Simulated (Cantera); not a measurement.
What does this Cantera script print?

```python
import numpy as np
import cantera as ct

gas = ct.Solution("gri30.yaml")
gas.TPX = 1350, 1500, {'N2O': 1, 'H2O': 0.0059}
inlet = ct.Reservoir(gas, clone=True)

reactor = ct.IdealGasConstPressureReactor(gas, energy="off", clone=False)
exhaust = ct.Reservoir(gas, clone=True)
tau = [24, 4.2, 0.73, 0.13, 0.022, 0.0039, 0.00069][0]
for a, b in ((inlet, reactor), (reactor, exhaust)):
    ct.MassFlowController(a, b, mdot=lambda t: reactor.mass / tau)
net = ct.ReactorNet([reactor])
show = ['N2O', 'H2O', 'OH', 'NO2', 'NO']

rows = []
print(f"{'tau/s':>10s}{'T/K':>9s}" + "".join(f"{s:>11s}" for s in show))
for tau in [24, 4.2, 0.73, 0.13, 0.022, 0.0039, 0.00069]:
    net.initial_time = 0.0
    net.advance(30 * tau)
    before = gas.X
    net.advance(40 * tau)
    drift = np.max(np.abs(gas.X - before) / (gas.X + 1e-9))
    rows.append([gas.T, *gas[show].X, drift])
    print(f"{tau:10.3e}{gas.T:9.1f}" + "".join(f"{x:11.3e}" for x in gas[show].X))
```

It prints:

```
     tau/s      T/K        N2O        H2O         OH        NO2         NO
 2.400e+01   1350.0  1.911e-01  4.277e-03  3.126e-05  9.790e-05  8.451e-02
 4.200e+00   1350.0  5.705e-01  5.019e-03  3.334e-05  2.411e-04  4.498e-02
 7.300e-01   1350.0  8.799e-01  5.626e-03  3.149e-05  2.860e-04  1.207e-02
 1.300e-01   1350.0  9.716e-01  5.809e-03  2.271e-05  1.185e-04  2.375e-03
 2.200e-02   1350.0  9.903e-01  5.851e-03  1.039e-05  1.003e-05  4.235e-04
 3.900e-03   1350.0  9.935e-01  5.862e-03  2.789e-06  7.953e-08  7.364e-05
 6.900e-04   1350.0  9.940e-01  5.865e-03  4.824e-07  8.473e-11  1.022e-05
```

Cantera simulation using GRI-Mech 3.0 (53 species, 325 reactions); the numbers are that mechanism's predictions, not measurements. GRI-Mech 3.0 was tuned for natural gas; its chemistry of N2O as a main component is partial and can be far from experiment. Radical loss at walls, strong at low pressure, is not modelled. The mechanism lacks the step 2 NO + O2 → 2 NO2, which can matter for NO2 below about 1400 K. The temperature is held fixed by assumption; the heat of reaction is taken as removed at once.
